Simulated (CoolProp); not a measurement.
Hexamethyldisiloxane (MM) at several states: density (kg/m³) from the reference equation and from simpler models built on Tc = 518.7 K, pc = 1.931 MPa, ω = 0.418; each cubic takes its own stable root.

Values from CoolProp's reference Helmholtz-energy equation of state, Thol 2016.

| T (K) | p (MPa) | phase | reference | van der Waals | Redlich-Kwong | Soave-Redlich-Kwong | Peng-Robinson |
|---|---|---|---|---|---|---|---|
| 476.9 | 4.45 | liquid | 557.3 | … | 496.2 | 514.4 | 578.0 |
| 519.2 | 4.27 | supercritical | 481.1 | … | 427.5 | 427.2 | … |
| 546.5 | 5.52 | supercritical | 451.0 | 347.1 | 417.0 | … | … |
| 583.7 | 1.46 | gas | 60.29 | … | 61.24 | 59.25 | 60.90 |
| 272.2 | 0.549 | liquid | … | 472.0 | 698.2 | 727.1 | 817.5 |
| 545.3 | 0.0172 | gas | 0.6177 | 0.6175 | 0.6176 | 0.6176 | 0.6178 |

Q: Some entries are withheld; supply them.

A: 
- 476.9, van der Waals: 379.3
- 519.2, van der Waals: 346.3
- 519.2, Peng-Robinson: 475.1
- 546.5, Soave-Redlich-Kwong: 402.1
- 546.5, Peng-Robinson: 443.2
- 583.7, van der Waals: 60.82
- 272.2, reference: 787.3
